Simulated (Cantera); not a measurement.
A closed system holds: 1 mol CsOH, 2.2 mol H2, 18 mol O2, at 220 Pa.

Cantera equilibrium calculation (NASA polynomials, part measured and part estimated; ideal gas, pure solids and liquids). Candidate condensed phases: Cs, CsOH, H2O; 15 gas species. Kinetics and transport are ignored.

Task: At 2073 K, list the 7 most abundant gas species with their mole fractions, and the condensed phases.

Result: O2 0.799, H2O 0.108, Cs 0.0304, O 0.0219, OH 0.0194, CsOH 0.0171, H 0.00200. Condensed: gas only.
